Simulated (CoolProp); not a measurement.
Vapour-liquid equilibrium of R1234yf (1) + R152A (2) at 127 kPa; x and y are mole fractions of (1).

The numbers come from the multi-fluid Helmholtz-energy mixture model, Lemmon 2022 and Outcalt 1996; pair parameters Bell 2023 in CoolProp.

Question: Give the bubble temperature and the first vapour's composition at x = 0.35, 0.725, 0.8. Is there an azeotrope?

Answer: x = 0.35: 250.5 K, y = 0.417; x = 0.725: 249.1 K, y = 0.739; x = 0.8: 249.0 K, y = 0.807. y crosses x between x = 0.875 and 0.95: the model has an azeotrope there.

The pair parameters rest on a limited set of measurements; away from them the model extrapolates.
